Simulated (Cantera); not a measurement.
## Equilibrium for carbon deposition, reforming and gasification: acetone + NH3 + H2

Input: 1 mol acetone, 0.17 mol NH3, 28 mol H2, at 2548 K and 1.00 bar.

Method: chemical equilibrium by Gibbs-energy minimisation in Cantera with the NASA 1993 tables (ideal gas, pure condensed phases). Candidate condensed phases: C, C6H6, C7H8, C8H18, H2O; 136 gas species. The feed counts by its element totals alone. The numbers say what is thermodynamically allowed, not how fast it happens.

The x(H2) is 0.923, the x(CO) comes out as 0.0305 and the x(H) comes out as 0.0297. The x(C2H2 (acetylene)) comes out as 0.0122. The x(HCN) is 0.00258 and the x(N2) comes out as 0.00114. The x(HNC) is 0.000319. The x(CH4) comes out as 0.000119 and the x(CH3) is 6.79e-5. The n(C(graphite)) is 1.09 mol. The gas amount comes out as 32.82 mol.
